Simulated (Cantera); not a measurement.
A Cantera script and what it prints.

```python
import numpy as np
import cantera as ct

gas_names = """
    B BCL BCL2 BCL3 B2 CL CL2
""".split()
cond_names = """
    B(b) B(L)
""".split()


# ... load() reads the species with a 1 bar reference pressure and builds the phases ...
atoms = {
    'B': {'B': 1},
    'Cl2': {'CL': 2},
}
top_T = {}  # K; cautious upper limits of use, not melting points


# ... equilibrate(T, P, feed) seeds the gas with the atoms and calls Mixture.equilibrate('TP', solver="vcs", rtol=1e-11, max_steps=5000) ...
results = []
feed = {'B': 1, 'Cl2': 0.012}  # mol
T = 850  # K
P = 10000  # Pa
mix = equilibrate(T, P, feed)
results.append((T, P, feed, dict(zip(mix.species_names, mix.species_moles))))
x = sorted(zip(gas.X, gas.species_names), reverse=True)
print(f"T = {T:g} K  P = {P:g} Pa  gas = {mix.phase_moles(0):.4g} mol")
print("   x: " + "  ".join(f"{s} {v:.3e}" for v, s in x if v > 0.0001))
print("   condensed (mol): " + ("  ".join(f"{mix.phase(i).name} {mix.phase_moles(i):.4g}"
      for i in range(1, mix.n_phases) if mix.phase_moles(i) > 1e-12) or "none"))
```

Result:

```
T = 850 K  P = 10000 Pa  gas = 0.008 mol
   x: BCL3 1.000e+00
   condensed (mol): B(b) 0.992
```

Equilibrium computed with Cantera from the NASA thermochemical tables; the gas is ideal and each condensed phase is pure.
